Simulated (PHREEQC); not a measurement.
Solution (25 °C): 46 mmol/kgw H2SO4, 0.255 mmol/kgw NiSO4 and 0.1 mmol/kgw Na2SO4. Closed to the air; pH follows from the charge balance.

Computed with PHREEQC (ion-association model, wateq4f.dat).

No solid was allowed to form.

**Question.** What pH, ionic strength does the model give?

**Answer.** pH 1.31; ionic strength 0.0730 mol/kgw.

**Question.** In which forms is Na present?

**Answer.** Na+ 97 %, NaSO4- 2.7 % of the Na.
